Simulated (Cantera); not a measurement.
CH₃Cl + CH₄ + H₂ (fluorocarbon and chlorocarbon gases)

A closed system holds: 1 mol CH₃Cl, 0.019 mol CH₄, 1.6 mol H₂, equilibrated at 750 K and 0.0880 bar.

Cantera equilibrium calculation (NASA polynomials, part measured and part estimated; ideal gas, pure solids and liquids). Candidate condensed phases: C, C₆H₆, C₇H₈, C₈H₁₈; 91 gas species. Equilibrium is a limit: real reactors are often held back by kinetics, nucleation or transport.

```
Quantity            Value
--------------  ---------
x(H₂)               0.597
x(HCl)              0.302
x(CH₄)              0.100
n(C(graphite))  0.687 mol
gas amount      3.306 mol
```
